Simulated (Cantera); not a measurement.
Mixture: 1.68 % C₃H₈, 14.2 % O₂, 84.1 % N₂, at 2.10 bar, adiabatic and at constant pressure. Ignition delay is the time to a rise of 400 K.

Detailed kinetics in Cantera: GRI-Mech 3.0 (53 species, 325 reactions). GRI-Mech 3.0 was tuned for natural gas; its chemistry of propane as a main component is partial and can be far from experiment. Where the delays flatten at high temperature, the 400 K rule measures the pace of heat release, not the induction time.

### Question
Predict: delay at 1150 K; delay at 1300 K; delay at 1450 K; delay at 1600 K; delay at 1750 K.

### Answer
```
Property           Result
---------------  --------
delay at 1150 K   15.0 ms
delay at 1300 K  0.832 ms
delay at 1450 K  0.103 ms
delay at 1600 K   27.5 µs
delay at 1750 K   16.3 µs
```
